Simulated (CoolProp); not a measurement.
Octamethylcyclotetrasiloxane (D4) at several states: density (kg/m³) from the reference equation and from simpler models built on Tc = 586.5 K, pc = 1.347 MPa, ω = 0.598; each cubic takes its own stable root.

Model: reference Helmholtz-energy equation of state, Thol 2015, in CoolProp.

| T (K) | p (MPa) | phase | reference | van der Waals | Redlich-Kwong | Soave-Redlich-Kwong | Peng-Robinson |
|---|---|---|---|---|---|---|---|
| 381.9 | 0.106 | liquid | 852.8 | … | 712.1 | 771.9 | … |
| 482.5 | 0.0446 | gas | 3.381 | 3.351 | 3.364 | 3.377 | 3.382 |
| 339.8 | 0.05 | liquid | 902.8 | … | 755.8 | 808.6 | 909.5 |
| 579.3 | 0.094 | gas | 5.944 | 5.917 | 5.937 | 5.939 | … |
| 467.7 | 0.0634 | gas | 5.037 | 4.957 | 4.991 | … | 5.036 |
| 524.5 | 1.54 | liquid | 656.7 | 399.9 | … | 582.8 | 658.1 |

Question: Some entries are withheld; supply them.

Answer: 
- 381.9, van der Waals: 10.62
- 381.9, Peng-Robinson: 870.3
- 339.8, van der Waals: 5.469
- 579.3, Peng-Robinson: 5.956
- 467.7, Soave-Redlich-Kwong: 5.025
- 524.5, Redlich-Kwong: 535.4

At some of these states van der Waals gives the other phase, because its saturation line lies elsewhere.
